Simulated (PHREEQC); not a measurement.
Make-up at 20 °C: 8.8 mmol/kgw HF, 0.5 mmol/kgw NH4F and 170 mmol/kgw NH4Cl. Closed to the air; pH follows from the charge balance.

Equilibrium calculation in PHREEQC: ion-association model, phreeqc.dat.

The pH is 2.68 and the ionic strength is 0.173 mol/kgw. The activity of water is 0.994 and the specific conductance is 19000 µS/cm. The density is 1.001 g/cm³ and the total alkalinity comes out as -8.80 meq/kg.

| species | molality | activity | log γ |
|---|---|---|---|
| NH4+ | 0.171 | 0.119 | -0.157 |
| Cl- | 0.170 | 0.124 | -0.138 |
| HF | 0.00611 | 0.00636 | 0.017 |
| F- | 0.00305 | 0.00220 | -0.142 |
| H+ | 0.00262 | 0.00211 | -0.094 |
| HF2- | 6.82e-5 | 5.14e-5 | -0.122 |
| NH3 | 2.15e-8 | 2.24e-8 | 0.017 |

No solid was allowed to form.
